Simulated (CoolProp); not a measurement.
Computed with CoolProp (reference Helmholtz-energy equation of state, Gao 2020).

Give the vapour pressure (MPa), vapour density (kg/m³), liquid cp (kJ/(kg K)), surface tension (mN/m) of saturated ammonia at 322.7, 334.5, 362.1 K.


```json
[
 {"T (K)": "322.7", "p (MPa)": "2.01", "vapour density (kg/m³)": "15.6", "liquid cp (kJ/(kg K))": "5.06", "surface tension (mN/m)": "15.0"},
 {"T (K)": "334.5", "p (MPa)": "2.70", "vapour density (kg/m³)": "21.2", "liquid cp (kJ/(kg K))": "5.27", "surface tension (mN/m)": "12.4"},
 {"T (K)": "362.1", "p (MPa)": "5.01", "vapour density (kg/m³)": "42.4", "liquid cp (kJ/(kg K))": "6.19", "surface tension (mN/m)": "6.85"}
]
```

Surface tension comes from a separate correlation (Mulero 2012).
